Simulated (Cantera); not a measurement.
A diamond (100) surface in a fixed gas of H2 with x(CH4) = 0.003, x(H) = 0.0039, x(CH3) = 0.00053, 90.0 Torr; coverages are run to steady state.

Cantera simulation using the Harris–Goodwin 1993 mechanism for the reconstructed diamond (100) surface; the numbers are that mechanism's predictions, not measurements.

θ: site fractions in the mechanism's names (c6HH fully hydrogenated, c6H* and c6*H radical sites, c6** diradical, c6HM methylated).

| T (K) | growth (µm/h) | θ c6HH | θ c6H* | θ c6*H | θ c6** | θ c6HM |
|---|---|---|---|---|---|---|
| 925 | ? | 0.592 | 0.0109 | 0.278 | 0.00466 | 0.0895 |
| 1000 | ? | 0.545 | 0.0167 | 0.340 | 0.00849 | 0.0651 |
| 1075 | 37.7 | 0.499 | 0.0237 | 0.396 | 0.0140 | 0.0450 |
| 1150 | 36.7 | 0.459 | 0.0317 | 0.447 | 0.0213 | 0.0251 |
| 1225 | ? | 0.423 | 0.0402 | 0.489 | 0.0303 | 0.00947 |
| 1300 | ? | 0.387 | 0.0485 | 0.517 | 0.0399 | 0.00268 |
| 1375 | ? | 0.356 | 0.0563 | 0.534 | 0.0498 | 0.000701 |

Q: Fill in the missing entries.

A: 
- 925, growth (µm/h): 20.2
- 1000, growth (µm/h): 29.6
- 1225, growth (µm/h): 25.1
- 1300, growth (µm/h): 16.3
- 1375, growth (µm/h): 13.9
